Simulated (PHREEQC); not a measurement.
A solution holds 0.0022 mol/kgw HCl and 0.21 mol/kgw MnSO4, at 20 °C. Closed to the air; pH follows from the charge balance.

The numbers come from PHREEQC with the ion-association model, phreeqc.dat.

Precipitation was switched off in this run.

Q: What pH, specific conductance does the model give?

A: pH 3.27; specific conductance 13800 µS/cm.

Q: In which forms is S present?

A: SO4-2 52 %, MnSO4 48 %, HSO4- 0.7 % of the S.
